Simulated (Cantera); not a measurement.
Input: 1 mol Al, 360 mol NH3, 410 mol N2, equilibrated at 1000 °C and 1000 Pa.

Method: chemical equilibrium by Gibbs-energy minimisation in Cantera with the NASA 1993 tables (ideal gas, pure condensed phases). Candidate condensed phases: Al, AlN; 13 gas species. The numbers say what is thermodynamically allowed, not how fast it happens.

Base state: N2 0.522, H2 0.478 (mole fractions); condensed: AlN(s).

### Question
What changes in the equilibrium state with this change: temperature from 1000 °C to 1577 °C?

### Answer
```
species       before     after
-----------  -------  --------
N2             0.522     0.521
H2             0.478     0.475
H            4.93e-6   0.00371
Al             <1e-9  0.000859
AlH            <1e-9   2.36e-5
AlN(s), mol     1.00         0
```
